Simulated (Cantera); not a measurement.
Input (Python, Cantera) and output of one run.

```python
import numpy as np
import cantera as ct

gas_names = """
    B BH BH2 BH3 BN B2 H H2 N NH NH2 NH3 N2 N2H2 N2H4
""".split()
cond_names = """
    B(b) B(L) BN(s)
""".split()


# ... load() reads the species with a 1 bar reference pressure and builds the phases ...
atoms = {
    'borazine': {'B': 3, 'N': 3, 'H': 6},
    'H2': {'H': 2},
}
top_T = {'BN(s)': 3200}  # K; cautious upper limits of use, not melting points


# ... equilibrate(T, P, feed) seeds the gas with the atoms and calls Mixture.equilibrate('TP', solver="vcs", rtol=1e-11, max_steps=5000) ...
results = []
feed = {'borazine': 1, 'H2': 3}  # mol
for P in [10, 37, 140, 520, 1900, 7200, 27000, 100000]:
    for T in [1150, 1200, 1250, 1300, 1350, 1400, 1450, 1500, 1550, 1600, 1650]:
        mix = equilibrate(T, P, feed)
        results.append((T, P, feed, dict(zip(mix.species_names, mix.species_moles))))

for T, P, feed, n in results:
    print(f"{T:7g} {P:10.4g}  " + (" + ".join(c for c in cond_names if n.get(c, 0) > 1e-12) or "gas only"))
```

Output:

```
   1150         10  BN(s)
   1200         10  BN(s)
   1250         10  BN(s)
   1300         10  BN(s)
   1350         10  BN(s)
   1400         10  B(b) + BN(s)
   1450         10  B(b) + BN(s)
   1500         10  B(b) + BN(s)
   1550         10  B(b) + BN(s)
   1600         10  B(b) + BN(s)
   1650         10  B(b) + BN(s)
   1150         37  BN(s)
   1200         37  BN(s)
   1250         37  BN(s)
   1300         37  BN(s)
   1350         37  BN(s)
   1400         37  BN(s)
   1450         37  B(b) + BN(s)
   1500         37  B(b) + BN(s)
   1550         37  B(b) + BN(s)
   1600         37  B(b) + BN(s)
   1650         37  B(b) + BN(s)
   1150        140  BN(s)
   1200        140  BN(s)
   1250        140  BN(s)
   1300        140  BN(s)
   1350        140  BN(s)
   1400        140  BN(s)
   1450        140  BN(s)
   1500        140  BN(s)
   1550        140  B(b) + BN(s)
   1600        140  B(b) + BN(s)
   1650        140  B(b) + BN(s)
   1150        520  BN(s)
   1200        520  BN(s)
   1250        520  BN(s)
   1300        520  BN(s)
   1350        520  BN(s)
   1400        520  BN(s)
   1450        520  BN(s)
   1500        520  BN(s)
   1550        520  BN(s)
   1600        520  BN(s)
   1650        520  B(b) + BN(s)
   1150       1900  BN(s)
   1200       1900  BN(s)
   1250       1900  BN(s)
   1300       1900  BN(s)
   1350       1900  BN(s)
   1400       1900  BN(s)
   1450       1900  BN(s)
   1500       1900  BN(s)
   1550       1900  BN(s)
   1600       1900  BN(s)
   1650       1900  BN(s)
   1150       7200  BN(s)
   1200       7200  BN(s)
   1250       7200  BN(s)
   1300       7200  BN(s)
   1350       7200  BN(s)
   1400       7200  BN(s)
   1450       7200  BN(s)
   1500       7200  BN(s)
   1550       7200  BN(s)
   1600       7200  BN(s)
   1650       7200  BN(s)
   1150    2.7e+04  BN(s)
   1200    2.7e+04  BN(s)
   1250    2.7e+04  BN(s)
   1300    2.7e+04  BN(s)
   1350    2.7e+04  BN(s)
   1400    2.7e+04  BN(s)
   1450    2.7e+04  BN(s)
   1500    2.7e+04  BN(s)
   1550    2.7e+04  BN(s)
   1600    2.7e+04  BN(s)
   1650    2.7e+04  BN(s)
   1150      1e+05  BN(s)
   1200      1e+05  BN(s)
   1250      1e+05  BN(s)
   1300      1e+05  BN(s)
   1350      1e+05  BN(s)
   1400      1e+05  BN(s)
   1450      1e+05  BN(s)
   1500      1e+05  BN(s)
   1550      1e+05  BN(s)
   1600      1e+05  BN(s)
   1650      1e+05  BN(s)
```

These are equilibrium values from Cantera (NASA tables, ideal gas, pure condensed phases), not measurements of a reactor. The feed counts by its element totals alone. Mutual solubility and eutectic melting of coexisting phases are not modelled.
